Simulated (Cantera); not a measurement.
A closed system holds: 1 mol SiH2Cl2, 19 mol NH3, 1.3 mol N2, held at 6.00 Pa.

Cantera equilibrium calculation (NASA polynomials, part measured and part estimated; ideal gas, pure solids and liquids). Candidate condensed phases: NH4Cl, Si, Si3N4; 28 gas species. The tables' values for SiCl, SiN are old estimates; treat these amounts as uncertain. The numbers say what is thermodynamically allowed, not how fast it happens.

x: gas mole fraction; n: condensed amount in mol.

```tsv
T (K)	x H2	x N2	x H	x HCl	x Si	x SiCl2	x Cl	n Si3N4(s)	n Si(s)
950	0.701	0.249	6.02e-8	0.0492	<1e-12	?	4.02e-9	0.333	0
1050	0.701	0.249	8.77e-7	0.0492	<1e-12	?	5.61e-8	0.333	0
1150	0.701	0.249	8.07e-6	0.0491	1.72e-11	?	4.98e-7	0.333	0
1250	0.702	0.250	5.23e-5	0.0485	5.74e-9	?	3.09e-6	0.329	0
1350	0.702	0.250	0.000258	0.0452	7.99e-7	?	1.38e-5	0.307	0
1450	0.695	0.261	0.00102	0.0365	5.13e-5	0.00591	4.35e-5	0	0.752
1550	0.693	0.261	0.00338	0.0358	0.000554	0.00615	0.000139	0	0.718
1650	0.685	0.259	0.00971	0.0347	0.00446	0.00626	0.000386	0	0.532
1750	0.662	0.253	0.0244	0.0360	0.0177	?	0.00102	0	0
1850	0.631	0.248	0.0552	0.0400	0.0208	?	0.00266	0	0
1950	0.581	0.240	0.113	0.0380	0.0215	?	0.00553	0	0
```

Task: Some entries are withheld; supply them.

Result: 
- 950, x SiCl2: 1.16e-7
- 1050, x SiCl2: 2.84e-6
- 1150, x SiCl2: 3.95e-5
- 1250, x SiCl2: 0.000349
- 1350, x SiCl2: 0.00196
- 1750, x SiCl2: 0.00460
- 1850, x SiCl2: 0.00142
- 1950, x SiCl2: 0.000341
